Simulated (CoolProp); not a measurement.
Vapour-liquid equilibrium of diethyl ether (1) + methanol (2) at 55.65 °C; x and y are mole fractions of (1).

The numbers come from the multi-fluid Helmholtz-energy mixture model, Thol 2014 and de Reuck 1993; pair parameters Bell 2016 in CoolProp.

Question: Give the bubble pressure and the first vapour's composition at x = 0.575, 0.65, 0.725. Is there an azeotrope?

Answer: x = 0.575: 1.887 bar, y = 0.749; x = 0.65: 1.936 bar, y = 0.776; x = 0.725: 1.978 bar, y = 0.806. y crosses x between x = 0.875 and 0.95: the model has an azeotrope there.

Pair parameters are fitted to limited data, so mixtures are less certain than the pure fluids.
